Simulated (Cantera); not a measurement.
Charge: 1 mol Al2O3, 1.4 mol H2O, 0.58 mol N2, equilibrated at 600 °C and 0.200 bar.

Cantera equilibrium calculation (NASA polynomials, part measured and part estimated; ideal gas, pure solids and liquids). Candidate condensed phases: Al, AlN, Al2O3, H2O; 35 gas species. Equilibrium is a limit: real reactors are often held back by kinetics, nucleation or transport.

**Question.** What is the equilibrium state?

**Answer.** 
```
Property                              Value
--------------------------------  ---------
x(H2O)                                0.707
x(N2)                                 0.293
n(Al2O3(s))                        1.00 mol
gas amount                        1.980 mol
log10 activity of Al(s) (absent)     -35.38
```
